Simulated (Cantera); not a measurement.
Cantera run, input and output.

```python
import numpy as np
import cantera as ct

gas = ct.Solution("gri30.yaml")


def delay(T, t_max=10):
    gas.TPX = T, 500000, {'C3H8': 1, 'O2': 7.81, 'N2': 29.4}
    reactor = ct.IdealGasConstPressureReactor(gas, clone=False)
    net = ct.ReactorNet([reactor])
    net.rtol, net.atol = 1e-8, 1e-16
    while net.time < t_max:
        t_old, T_old = net.time, reactor.T
        net.step()
        if reactor.T > T + 400:  # ignition: a rise of 400 K
            return t_old + (T + 400 - T_old) / (reactor.T - T_old) * (net.time - t_old)
    return np.nan


taus = []
for T in [1325, 1400, 1475, 1550, 1625]:
    taus.append(delay(T))
    print(f"T0 = {T:6g} K   tau = {taus[-1]:.4e} s")

# d ln(tau) / d ln(k), from doubling and halving each rate constant
T, sens = 1325, []
for i in range(gas.n_reactions):
    gas.set_multiplier(2.0, i)
    up = delay(T)
    gas.set_multiplier(0.5, i)
    down = delay(T)
    gas.set_multiplier(1.0, i)
    sens.append((np.log(up / down) / np.log(4.0), gas.reaction(i).equation))
sens.sort(key=lambda x: -abs(x[0]))
print(f"sensitivities at {T} K")
for s, eq in sens[:10]:
    print(f"{s:8.3f}  {eq}")
```

Output:

```
T0 =   1325 K   tau = 2.8370e-04 s
T0 =   1400 K   tau = 9.5402e-05 s
T0 =   1475 K   tau = 3.8290e-05 s
T0 =   1550 K   tau = 1.8088e-05 s
T0 =   1625 K   tau = 9.8326e-06 s
sensitivities at 1325 K
  -0.541  C2H5 + CH3 (+M) <=> C3H8 (+M)
  -0.346  CH3 + HO2 <=> CH3O + OH
   0.312  2 CH3 (+M) <=> C2H6 (+M)
  -0.291  H + O2 <=> O + OH
   0.282  C3H8 + H <=> C3H7 + H2
   0.237  C3H8 + OH <=> C3H7 + H2O
  -0.157  C2H4 + OH <=> C2H3 + H2O
  -0.128  CH3O + O2 <=> CH2O + HO2
   0.124  CH2O + H (+M) <=> CH3O (+M)
  -0.097  CH2O + CH3 <=> CH4 + HCO
```

Computed with Cantera and GRI-Mech 3.0 (53 species, 325 reactions). GRI-Mech 3.0 was tuned for natural gas; its chemistry of propane as a main component is partial and can be far from experiment.
